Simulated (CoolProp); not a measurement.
A single-stage vapour-compression cycle with the fluid: evaporating at 323.15 K (dew point), condensing at 388.15 K (bubble point), superheat 10 K, subcooling 2 K, compressor efficiency 0.9, no pressure losses. The same conditions are run with several fluids, on thermodynamics alone (safety and materials aside).

Values from CoolProp's reference Helmholtz-energy equation of state of each fluid (benzene: Thol 2012; n-hexane: Thol 2019; propyne: Polt 1992; the fluoroketone C6F12O (FK-5-1-12): McLinden 2015; cyclohexane: Zhou 2014; toluene: Lemmon 2006). The equations of Platzer and Polt are older, rougher fits.

```json
[
 {"fluid": "benzene", "cooling COP": "3.70", "pressure ratio": "7.34", "discharge temperature (K)": "…", "refrigerating effect (kJ/kg)": "…", "volumetric capacity (kJ/m³)": "…"},
 {"fluid": "n-hexane", "cooling COP": "3.17", "pressure ratio": "6.59", "discharge temperature (K)": "388.1", "refrigerating effect (kJ/kg)": "207", "volumetric capacity (kJ/m³)": "358"},
 {"fluid": "propyne", "cooling COP": "2.68", "pressure ratio": "3.87", "discharge temperature (K)": "415.8", "refrigerating effect (kJ/kg)": "241", "volumetric capacity (kJ/m³)": "…"},
 {"fluid": "the fluoroketone C6F12O (FK-5-1-12)", "cooling COP": "1.65", "pressure ratio": "6.08", "discharge temperature (K)": "388.1", "refrigerating effect (kJ/kg)": "…", "volumetric capacity (kJ/m³)": "294"},
 {"fluid": "cyclohexane", "cooling COP": "3.50", "pressure ratio": "…", "discharge temperature (K)": "388.2", "refrigerating effect (kJ/kg)": "256", "volumetric capacity (kJ/m³)": "287"},
 {"fluid": "toluene", "cooling COP": "3.69", "pressure ratio": "9.33", "discharge temperature (K)": "393.6", "refrigerating effect (kJ/kg)": "291", "volumetric capacity (kJ/m³)": "120"}
]
```

Question: Complete the blanks.

Answer: 
- benzene, discharge temperature (K): 401.0
- benzene, refrigerating effect (kJ/kg): 307
- benzene, volumetric capacity (kJ/m³): 318
- propyne, volumetric capacity (kJ/m³): 4660
- the fluoroketone C6F12O (FK-5-1-12), refrigerating effect (kJ/kg): 23.2
- cyclohexane, pressure ratio: 7.05

The compression ends wet for: n-hexane; the fluoroketone C6F12O (FK-5-1-12); cyclohexane.
